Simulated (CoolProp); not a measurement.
Vapour-liquid equilibrium of acetone (1) + dimethyl carbonate (2) at 176.65 °C; x and y are mole fractions of (1).

Model: multi-fluid Helmholtz-energy mixture model, Lemmon 2006 and Zhou 2011; pair parameters Bell 2016, in CoolProp.

| x | bubble pressure (kPa) | y at the bubble point | dew pressure at overall composition x (kPa) | liquid density (mol/L) |
|---|---|---|---|---|
| 0.05 | 925.2 | 0.094 | 900.1 | 9.329 |
| 0.125 | 1000 | 0.215 | 943.5 | 9.377 |
| 0.2 | 1073 | 0.318 | 990.5 | 9.425 |
| 0.275 | 1144 | 0.409 | 1042 | 9.474 |
| 0.35 | 1214 | 0.490 | 1097 | 9.521 |
| 0.425 | 1284 | 0.564 | 1157 | 9.568 |
| 0.5 | 1354 | 0.633 | 1223 | 9.613 |
| 0.575 | 1426 | 0.697 | 1294 | 9.656 |
| 0.65 | 1499 | 0.758 | 1373 | 9.696 |
| 0.725 | 1574 | 0.815 | 1459 | 9.732 |
| 0.8 | 1651 | 0.869 | 1554 | 9.763 |
| 0.875 | 1731 | 0.920 | 1660 | 9.788 |
| 0.95 | 1813 | 0.969 | 1780 | 9.805 |

No azeotrope shows between x = 0.05 and 0.95.

Pair parameters are fitted to limited data, so mixtures are less certain than the pure fluids.
